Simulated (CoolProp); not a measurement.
Computed with CoolProp (reference Helmholtz-energy equation of state, Thol 2015).

For 1,2-dichloroethane, give the phase and the speed of sound (m/s), Joule-Thomson coefficient (K/MPa), fugacity coefficient at 85.75 °C and 960 kPa; 43.85 °C and 23300 kPa.


- 85.75 °C and 960 kPa: liquid; speed of sound 963, Joule-Thomson coefficient -0.318, fugacity coefficient 0.112
- 43.85 °C and 23300 kPa: liquid; speed of sound 1230, Joule-Thomson coefficient -0.411, fugacity coefficient 0.00210
